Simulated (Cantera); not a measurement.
Charge: 1 mol B2H6, 0.52 mol N2, equilibrated at 15.0 Pa.

Equilibrium computed with Cantera from the NASA thermochemical tables; the gas is ideal and each condensed phase is pure. Candidate condensed phases: B, BN; 15 gas species. The feed counts by its element totals alone. Mutual solubility and eutectic melting of coexisting phases are not modelled. The tables' values for BH2 are old estimates; treat these amounts as uncertain. The numbers say what is thermodynamically allowed, not how fast it happens.

log p: log10 of the partial pressure in bar; n: condensed amount in mol.

```csv
T (°C),log p H2,log p H,log p N2,log p B,n B(s),n BN(s)
1377,-3.83,-5.96,-6.68,-9.95,0.968,1.03
1427,-3.83,___,___,___,0.984,1.02
1477,-3.84,-5.55,-5.78,-8.94,1.03,0.973
1527,-3.85,-5.37,-5.37,-8.48,1.14,0.862
1577,-3.88,-5.21,-4.98,-8.05,1.42,0.581
1627,-3.92,-5.06,-4.67,-7.64,2.00,0
1677,-3.93,___,-4.67,___,2.00,0
1727,-3.95,-4.76,-4.68,-6.88,2.00,0
1777,-3.98,-4.63,-4.69,-6.52,1.99,0
1827,-4.01,-4.51,-4.70,-6.19,1.98,0
```

Some entries are withheld; supply them.


- 1427, log p H: -5.75
- 1427, log p N2: -6.22
- 1427, log p B: -9.43
- 1677, log p H: -4.91
- 1677, log p B: -7.25
